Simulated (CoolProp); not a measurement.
R404A along the isobar 1.1 MPa: fugacity coefficient from the reference equation and from simpler models built on Tc = 72.1 °C, pc = 3.735 MPa, ω = 0.293; each cubic takes its own stable root.

The numbers come from the reference Helmholtz-energy equation of state, Lemmon 2003 in CoolProp. It is a pseudo-pure fit of the blend.

| T (°C) | phase | reference | van der Waals | Redlich-Kwong | Peng-Robinson |
|---|---|---|---|---|---|
| 60.85 | gas | 0.8820 | 0.9058 | 0.8915 | 0.8794 |
| 70.65 | gas | 0.8934 | 0.9122 | 0.9001 | 0.8899 |
| 80.45 | gas | 0.9034 | 0.9180 | 0.9079 | 0.8993 |
| 90.25 | gas | 0.9123 | 0.9233 | 0.9150 | 0.9079 |
| 100.05 | gas | 0.9202 | 0.9282 | 0.9214 | 0.9156 |
| 109.85 | gas | 0.9272 | 0.9327 | 0.9272 | 0.9226 |
| 119.55 | gas | 0.9334 | 0.9368 | 0.9324 | 0.9289 |
| 129.35 | gas | 0.9391 | 0.9406 | 0.9372 | 0.9347 |
| 139.15 | gas | 0.9442 | 0.9441 | 0.9416 | 0.9400 |
| 148.95 | gas | 0.9488 | 0.9474 | 0.9457 | 0.9449 |
| 158.75 | gas | 0.9530 | 0.9504 | 0.9494 | 0.9493 |
| 168.55 | gas | 0.9569 | 0.9533 | 0.9528 | 0.9534 |
| 178.25 | gas | 0.9603 | 0.9559 | 0.9559 | 0.9571 |
| 188.05 | gas | 0.9635 | 0.9583 | 0.9588 | 0.9605 |
